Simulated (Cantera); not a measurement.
Input: 1 mol Si, 0.62 mol CO, 120 mol H2, held at 0.128 Torr.

These are equilibrium values from Cantera (NASA tables, ideal gas, pure condensed phases), not measurements of a reactor. Candidate condensed phases: C, C6H6, C7H8, C8H18, H2O, Si, SiC, SiO2; 123 gas species. Mutual solubility and eutectic melting of coexisting phases are not modelled. The tables hold silica as quartz up to 1696 K and as liquid above; real silica turns to tridymite and cristobalite and melts near 1996 K. Kinetics and transport are ignored.

x: gas mole fraction; n: condensed amount in mol.

```tsv
T (°C)	x H2	x H	x Si	x SiO	x CO	n Si(s)	n SiC(s)	n SiO2(β-quartz)
625	1.00	8.39e-9	<1e-12	?	1.97e-11	0.0700	0.620	0.310
725	1.000	1.65e-7	<1e-12	?	5.11e-9	0.0698	0.620	0.310
825	1.000	1.90e-6	1.27e-10	?	4.77e-7	0.0625	0.620	0.302
925	0.998	1.46e-5	2.13e-9	?	0.000138	0	0.603	0.207
1025	0.995	8.20e-5	5.27e-8	0.00414	0.000995	0	0.500	0
1125	0.994	0.000362	1.26e-6	0.00414	0.000995	0	0.500	0
1225	0.994	0.00131	1.96e-5	0.00413	0.00100	0	0.499	0
1325	0.991	0.00406	0.000205	0.00403	0.00110	0	0.487	0
1425	0.983	0.0110	0.00129	?	0.00165	0	0.418	0
1525	0.964	0.0265	0.00438	?	0.00323	0	0.217	0
```

### Question
Some entries are withheld; supply them.

### Answer

- 625, x SiO: 2.64e-8
- 725, x SiO: 2.82e-6
- 825, x SiO: 0.000127
- 925, x SiO: 0.00158
- 1425, x SiO: 0.00345
- 1525, x SiO: 0.00182
